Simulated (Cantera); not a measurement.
A closed system holds: 1 mol Cr2O3, 760 mol H2, 2.3 mol N2, equilibrated at 1330 Pa.

Equilibrium computed with Cantera from the NASA thermochemical tables; the gas is ideal and each condensed phase is pure. Candidate condensed phases: Cr, CrN, Cr2N, Cr2O3, H2O; 29 gas species. Mutual solubility and eutectic melting of coexisting phases are not modelled. Equilibrium is a limit: real reactors are often held back by kinetics, nucleation or transport.

Task: Which condensed phases are stable at each of these points (T (°C)): 527, 577, 627, 677, 727, 777, 827, 877, 927, 977, 1027, 1077?

Result: 
```csv
T (°C),condensed phases,Cr condensed (%)
527,CrN(s) + Cr2O3(s),100.0
577,CrN(s) + Cr2O3(s),100.0
627,Cr2N(s) + Cr2O3(s),100.0
677,Cr2N(s) + Cr2O3(s),100.0
727,Cr2N(s) + Cr2O3(s),100.0
777,Cr2N(s) + Cr2O3(s),100.0
827,Cr(s) + Cr2O3(s),100.0
877,Cr(s) + Cr2O3(s),100.0
927,Cr(s) + Cr2O3(s),100.0
977,Cr(s) + Cr2O3(s),100.0
1027,Cr(s) + Cr2O3(s),100.0
1077,Cr(s) + Cr2O3(s),99.9
```

From 527 °C to 577 °C the condensed part is CrN(s) + Cr2O3(s). From 627 °C to 777 °C the condensed part is Cr2N(s) + Cr2O3(s). From 827 °C to 1077 °C the condensed part is Cr(s) + Cr2O3(s).
